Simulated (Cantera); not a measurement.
Input (Python, Cantera) and output of one run.

```python
import numpy as np
import cantera as ct

gas_names = """
    F FO FO2 F2 F2O N NF NF2 NF3 NO NO2 NO3 N2 N2O O O2 O3 Si SiF SiF2 SiF3 SiF4 SiN SiO SiO2 Si2 Si2N
    Si3
""".split()
cond_names = """
    Si(cr) Si(L) SiO2(Lqz) SiO2(hqz) SiO2(L) Si2N2O(s) Si3N4(a)
""".split()


def load(file, names, dense=False):
    # The tables refer to 1 bar. Condensed volumes are neglected.
    table = {s.name: s for s in ct.Species.list_from_file(file)}
    out = []
    for n in names:
        d = dict(table[n].input_data)
        d["thermo"] = dict(d["thermo"], **{"reference-pressure": 1e5})
        if dense:
            d["equation-of-state"] = {"model": "constant-volume", "density": "1e6 g/cm^3"}
        out.append(ct.Species.from_dict(d))
    return out


gas = ct.Solution(thermo="ideal-gas", species=load("nasa_gas.yaml", gas_names))
cond = {s.name: ct.Solution(thermo="fixed-stoichiometry", species=[s], name=s.name)
        for s in load("nasa_condensed.yaml", cond_names, dense=True)}
atoms = {
    'SiF4': {'Si': 1, 'F': 4},
    'N2O': {'N': 2, 'O': 1},
    'N2': {'N': 2},
}
top_T = {'Si2N2O(s)': 2100, 'Si3N4(a)': 2400}  # K; cautious upper limits of use, not melting points


def equilibrate(T, P, feed):
    n = {}
    for name, mol in feed.items():
        for a, k in atoms[name].items():
            n[a] = n.get(a, 0.0) + k * mol
    gas.TPX = T, P, n
    mass = sum(n.values()) * gas.mean_molecular_weight
    gas.equilibrate("TP")
    valid = [c for c in cond.values() if c.min_temp <= T <= top_T.get(c.name, c.max_temp)]
    mix = ct.Mixture([(gas, mass / gas.mean_molecular_weight)] + [(c, 0.0) for c in valid])
    mix.T, mix.P = T, P
    mix.equilibrate("TP", solver="vcs", rtol=1e-11, max_steps=5000)
    return mix


results = []
feed = {'SiF4': 1, 'N2O': 4.4, 'N2': 6.5}  # mol
T = 773.15  # K
P = 3000  # Pa
mix = equilibrate(T, P, feed)
results.append((T, P, feed, dict(zip(mix.species_names, mix.species_moles))))
x = sorted(zip(gas.X, gas.species_names), reverse=True)
print(f"T = {T:g} K  P = {P:g} Pa  gas = {mix.phase_moles(0):.4g} mol")
print("   x: " + "  ".join(f"{s} {v:.3e}" for v, s in x if v > 0.0001))
print("   condensed (mol): " + ("  ".join(f"{mix.phase(i).name} {mix.phase_moles(i):.4g}"
      for i in range(1, mix.n_phases) if mix.phase_moles(i) > 1e-12) or "none"))
```

Result:

```
T = 773.15 K  P = 3000 Pa  gas = 14.1 mol
   x: N2 7.730e-01  O2 1.560e-01  SiF4 7.092e-02
   condensed (mol): none
```

Cantera equilibrium calculation (NASA polynomials, part measured and part estimated; ideal gas, pure solids and liquids).
